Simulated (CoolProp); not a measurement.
A single-stage vapour-compression cycle with the fluid: evaporating at 310.15 K (dew point), condensing at 352.15 K (bubble point), superheat 0 K, subcooling 0 K, compressor efficiency 0.75, no pressure losses. The same conditions are run with several fluids, on thermodynamics alone (safety and materials aside).

The numbers come from the reference Helmholtz-energy equation of state of each fluid (propylene: Lemmon 2013; tetrahydrofuran: Fiedler 2023; R124: de Vries 1995; fluoroethane (R161): Wu 2012; chloromethane (R40): Thol 2014; R22: Kamei 1995) in CoolProp.

```csv
fluid,cooling COP,pressure ratio,discharge temperature (K),refrigerating effect (kJ/kg),volumetric capacity (kJ/m³)
propylene,3.28,(withheld),(withheld),(withheld),5700
tetrahydrofuran,4.95,4.25,371.1,(withheld),364
R124,3.98,2.83,354.4,87.2,2920
fluoroethane (R161),3.88,2.54,370.8,208,6170
chloromethane (R40),4.55,(withheld),392.3,285,5200
R22,3.66,2.52,374.4,107,6550
```

Fill in the missing entries.


- propylene, pressure ratio: 2.37
- propylene, discharge temperature (K): 365.9
- propylene, refrigerating effect (kJ/kg): 172
- tetrahydrofuran, refrigerating effect (kJ/kg): 359
- chloromethane (R40), pressure ratio: 2.67
